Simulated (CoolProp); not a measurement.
A simple Rankine cycle with water: condensing at 321.15 K, boiler at 2.29 MPa, turbine inlet 532.5 K, turbine efficiency 0.9, pump efficiency 0.8, no recuperator. Each further row changes one setting.

Model: reference Helmholtz-energy equation of state, Wagner 2002, in CoolProp.

| case | thermal efficiency (%) | net work (kJ/kg) | heat in (kJ/kg) | turbine exit temperature (K) | volume ratio over the turbine |
|---|---|---|---|---|---|
| as stated | 27.8 | 753 | 2710 | 321.1 | 110 |
| turbine inlet 552.5 K | 28.0 | 772 | 2760 | 321.1 | 106 |
| condensing temperature 313.15 K | (withheld) | 796 | 2740 | 313.1 | 160 |
| boiler pressure 1.6 MPa | (withheld) | 719 | 2740 | 321.1 | 77.0 |
| turbine efficiency 0.8 | 24.7 | (withheld) | 2710 | 321.1 | (withheld) |

Task: Complete the blanks.

Result: 
- condensing temperature 313.15 K, thermal efficiency (%): 29.0
- boiler pressure 1.6 MPa, thermal efficiency (%): 26.3
- turbine efficiency 0.8, net work (kJ/kg): 669
- turbine efficiency 0.8, volume ratio over the turbine: 115

The expansion ends wet for: as stated; turbine inlet 552.5 K; condensing temperature 313.15 K; boiler pressure 1.6 MPa; turbine efficiency 0.8.
